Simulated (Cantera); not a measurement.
Mixture: C2H4 : O2 : N2 : H2O = 1 : 1.88 : 6.19 : 0.86 (molar parts), at 28.0 bar, adiabatic and at constant pressure. Ignition delay is the time to a rise of 400 K.

Cantera simulation using GRI-Mech 3.0 (53 species, 325 reactions); the numbers are that mechanism's predictions, not measurements. GRI-Mech 3.0 was tuned for natural gas; its chemistry of ethylene as a main component is partial and can be far from experiment. The pressure lies above the range GRI-Mech 3.0 was tuned for (to about 10 atm).

What does this change do: pressure from 28.0 bar to 1.01 bar?


| quantity | before | after |
|---|---|---|
| delay at 1025 K | 2.43 ms | 72.2 ms |
| delay at 1175 K | 0.460 ms | 1.02 ms |
| delay at 1325 K | 46.6 µs | 71.0 µs |
| delay at 1475 K | 5.41 µs | 27.4 µs |
| delay at 1625 K | 1.20 µs | 15.5 µs |
| apparent activation energy between 1550 and 1700 K | 160 kJ/mol | 71 kJ/mol |

What does this change do: C2H4 1 to 0.64 parts?


```
quantity                                                before       after
--------------------------------------------------  ----------  ----------
delay at 1025 K                                        2.43 ms     2.44 ms
delay at 1175 K                                       0.460 ms    0.465 ms
delay at 1325 K                                        46.6 µs     50.4 µs
delay at 1475 K                                        5.41 µs     6.26 µs
delay at 1625 K                                        1.20 µs     1.41 µs
apparent activation energy between 1550 and 1700 K  160 kJ/mol  160 kJ/mol
```

What does this change do: N2 6.19 to 16 parts?


```tsv
quantity	before	after
delay at 1025 K	2.43 ms	7.17 ms
delay at 1175 K	0.460 ms	0.885 ms
delay at 1325 K	46.6 µs	66.9 µs
delay at 1475 K	5.41 µs	7.06 µs
delay at 1625 K	1.20 µs	2.02 µs
apparent activation energy between 1550 and 1700 K	160 kJ/mol	120 kJ/mol
```
